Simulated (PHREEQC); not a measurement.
A solution holds 0.0011 mol/kgw CdCl2, 0.00078 mol/kgw H3BO3 and 0.078 mol/kgw H2SO4, at 25 °C. Closed to the air; pH follows from the charge balance.

All values are PHREEQC results (ion-association model, wateq4f.dat), not measurements.

Precipitation was switched off in this run.

Estimate the pH, ionic strength.

pH 1.11; ionic strength 0.115 mol/kgw.

In which forms is Cl present?

Cl- 98 %, CdCl+ 2.0 % of the Cl.

Complexes and solids missing from the database can't appear.
